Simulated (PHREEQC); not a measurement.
Dissolve 0.01 mol HF, 0.024 mol NH4HF2, 4.4e-05 mol H4SiO4 and 0.021 mol HCl per kg of water at 20 °C. It is in equilibrium with CO2 at log p = -1 (atm). Otherwise closed; pH follows from the charge balance.

Equilibrium calculation in PHREEQC: ion-association model, phreeqc.dat.

This is a speciation only: nothing precipitates in the calculation.

**Question.** Predict the pH.

**Answer.** pH 2.27.

**Question.** In which forms is F present?

**Answer.** HF 82 %, F- 13 %, HF2- 4.6 % of the F.

Species that the database lacks are ignored. SiF6-2 is the database's only silicon fluoride.
